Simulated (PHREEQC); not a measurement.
Geothermal or formation water: speciation

Synthetic water in mg/L, 60 °C, pH 7.62, pe 8.4:

| constituent | mg/L |
|---|---|
| Na | 2950 |
| K | 351 |
| Ca | 425 |
| Mg | 79.7 |
| Cl | 4070 |
| S(6) as SO4 | 2460 |
| Alkalinity as HCO3 | 50.7 |
| Pb | 30.6 |
| Zn | 50 |
| N(5) as NO3 | 247 |
| Sr | 31.4 |

Valence states are taken as typed.

Computed with PHREEQC (ion-association model, phreeqc.dat).

- ionic strength = 0.186 mol/kgw
- specific conductance = 28800 µS/cm
- density = 0.991 g/cm³
- charge-balance error = -1.0 %

| species | molality | activity | log γ |
|---|---|---|---|
| Na+ | 0.126 | 0.0928 | -0.133 |
| Cl- | 0.116 | 0.0818 | -0.151 |
| SO4-2 | 0.0174 | 0.00484 | -0.554 |
| K+ | 0.00859 | 0.00603 | -0.154 |
| Ca+2 | 0.00811 | 0.00247 | -0.516 |
| NO3- | 0.00403 | 0.00276 | -0.164 |
| NaSO4- | 0.00372 | 0.00275 | -0.132 |
| CaSO4 | 0.00258 | 0.00269 | 0.019 |
| Mg+2 | 0.00184 | 0.000600 | -0.488 |
| MgSO4 | 0.00146 | 0.00153 | 0.019 |
| KSO4- | 0.000481 | 0.000355 | -0.132 |
| HCO3- | 0.000452 | 0.000334 | -0.132 |
| Zn+2 | 0.000366 | 0.000104 | -0.547 |
| Sr+2 | 0.000257 | 7.89e-5 | -0.513 |
| ZnSO4 | 0.000144 | 0.000150 | 0.019 |

No solid was allowed to form. Examples of supersaturated solids here: Pb(OH)2, Cerussite. Others may be too. At this temperature some constants are extrapolated from 25 °C, and those without enthalpy data are left unchanged.
